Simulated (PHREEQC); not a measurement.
Make-up at 20 °C: 100 mmol/kgw NH3, 0.43 mmol/kgw H4SiO4 and 0.036 mmol/kgw (CH3)4NCl. Closed to the air; pH follows from the charge balance.

The numbers come from PHREEQC with the ion-association model, phreeqc.dat.

```json
[
 {"quantity": "pH", "before": "11.21", "after": "11.22"},
 {"quantity": "ionic strength (mol/kgw)", "before": "0.00162", "after": "0.0224"},
 {"quantity": "NH4+ (mol/kgw)", "before": "0.00158", "after": "0.00175"}
]
```

Which change was made?
A. 0.0069 mol/kgw BaCl2 added
B. temperature from 20 to 5 °C
C. 0.0012 mol/kgw LiF added
D. H4SiO4 from 0.00043 to 0.000645 mol/kgw
E. H4SiO4 replaced by (NH4)2SiF6 at the same molality

A, 0.0069 mol/kgw BaCl2 added

No solid was allowed to form. (CH3)4N+ isn't in the database: it is added as a free cation with an ion size of 4 Å.
